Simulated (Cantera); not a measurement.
A closed system holds: 1 mol Si, a varied amount of Cl2, held at 575 K and 15000 Pa.

Cantera equilibrium calculation (NASA polynomials, part measured and part estimated; ideal gas, pure solids and liquids). Candidate condensed phases: Si; 9 gas species. Rates play no part.

Q: What share of the Si ends up in condensed phases as a function of n(Cl2) (mol), at 0.71, 1.2, 1.7, 2.3, 2.8, 3.3, 3.8, 4.3, 4.8?

A: 
```csv
n(Cl2) (mol),Si condensed (%),as
0.71,64.5,Si(s)
1.2,40.0,Si(s)
1.7,15.0,Si(s)
2.3,0.0,-
2.8,0.0,-
3.3,0.0,-
3.8,0.0,-
4.3,0.0,-
4.8,0.0,-
```
